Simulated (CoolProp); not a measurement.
Vapour pressure (MPa) of c-C4F8 (RC318): the reference equation beside estimates from Tc = 115.2 °C, pc = 2.778 MPa, ω = 0.355. Clausius-Clapeyron is anchored at 1.05 °C with a constant enthalpy of vaporisation of 22.83 kJ/mol.

The numbers come from the reference Helmholtz-energy equation of state, Platzer 1990 in CoolProp. This equation is an older, rougher fit; its heat capacities, sound speeds and derivatives of the liquid may be far off and weren't checked against measurements.

| T (°C) | reference | Lee-Kesler | Clausius-Clapeyron | Redlich-Kwong | Peng-Robinson |
|---|---|---|---|---|---|
| -6.55 | 0.09893 | 0.09890 | 0.1010 | 0.2055 | 0.09903 |
| 1.05 | 0.1343 | 0.1344 | 0.1343 | 0.2610 | 0.1340 |
| 8.65 | 0.1788 | 0.1790 | 0.1760 | 0.3265 | 0.1780 |
| 16.25 | 0.2340 | 0.2343 | 0.2273 | 0.4030 | 0.2324 |
| 23.85 | 0.3012 | 0.3016 | 0.2897 | 0.4913 | 0.2990 |
| 31.45 | 0.3821 | 0.3826 | 0.3649 | 0.5923 | 0.3794 |
| 38.95 | 0.4772 | 0.4776 | 0.4532 | 0.7053 | 0.4740 |
| 46.55 | 0.5905 | 0.5907 | 0.5586 | 0.8341 | 0.5872 |

Absolute difference from the reference over all 8 rows, mean and median: Lee-Kesler 0.1 and 0.1 %, Clausius-Clapeyron 3.2 and 3.3 %, Redlich-Kwong 70.5 and 67.7 %, Peng-Robinson 0.5 and 0.6 %.
